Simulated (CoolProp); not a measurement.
Saturation properties of ethylene.

The numbers come from the reference Helmholtz-energy equation of state, Smukala 2000 in CoolProp.

```tsv
T (K)	p (MPa)	liquid density (kg/m³)	enthalpy of vaporisation (kJ/kg)	liquid cp (kJ/(kg K))	vapour Z	surface tension (mN/m)
172.7	0.1227	562.9	477.5	2.424	0.9620	15.8
176.6	0.1521	557.2	471.7	2.432	0.9557	15.1
180.5	0.1866	551.5	465.7	2.443	0.9489	14.5
184.4	0.2267	545.6	459.4	2.455	0.9414	13.8
188.3	0.2731	539.7	453.0	2.470	0.9332	13.2
192.2	0.3263	533.6	446.4	2.487	0.9244	12.5
196.1	0.3869	527.5	439.6	2.506	0.9149	11.9
200	0.4555	521.2	432.4	2.529	0.9047	11.3
203.9	0.5327	514.8	425.1	2.554	0.8938	10.7
207.8	0.6192	508.3	417.4	2.583	0.8821	10.0
211.7	0.7156	501.6	409.3	2.615	0.8697	9.43
215.6	0.8225	494.7	401.0	2.652	0.8565	8.82
219.5	0.9406	487.6	392.2	2.694	0.8425	8.22
223.4	1.071	480.3	383.0	2.742	0.8277	7.63
```

It boils at 169.4 K under 1 atm.

Surface tension comes from a separate correlation (Mulero 2012).
